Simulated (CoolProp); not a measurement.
A single-stage vapour-compression cycle with ethane: evaporating at 207.15 K (dew point), condensing at 255.15 K (bubble point), superheat 8 K, subcooling 0 K, compressor efficiency 0.85, no pressure losses. Each further row changes one setting.

The numbers come from the reference Helmholtz-energy equation of state, Bücker 2006 in CoolProp.

| case | cooling COP | pressure ratio | discharge temperature (K) | refrigerating effect (kJ/kg) | volumetric capacity (kJ/m³) |
|---|---|---|---|---|---|
| as stated | 2.78 | 5.06 | 302.8 | 336 | 1790 |
| evaporating temperature 212.15 K | … | … | … | … | 2200 |
| condensing temperature 250.15 K | 3.21 | … | 294.6 | 352 | 1870 |
| subcooling 5 K | 2.91 | 5.06 | 302.8 | 352 | 1870 |
| superheat 18 K | … | 5.06 | 314.0 | 352 | … |
| compressor efficiency 0.75 | … | 5.06 | 310.8 | 336 | 1790 |

Problem. Some entries are withheld; supply them.

Solution. 
- evaporating temperature 212.15 K, cooling COP: 3.25
- evaporating temperature 212.15 K, pressure ratio: 4.13
- evaporating temperature 212.15 K, discharge temperature (K): 297.4
- evaporating temperature 212.15 K, refrigerating effect (kJ/kg): 342
- condensing temperature 250.15 K, pressure ratio: 4.40
- superheat 18 K, cooling COP: 2.76
- superheat 18 K, volumetric capacity (kJ/m³): 1780
- compressor efficiency 0.75, cooling COP: 2.45
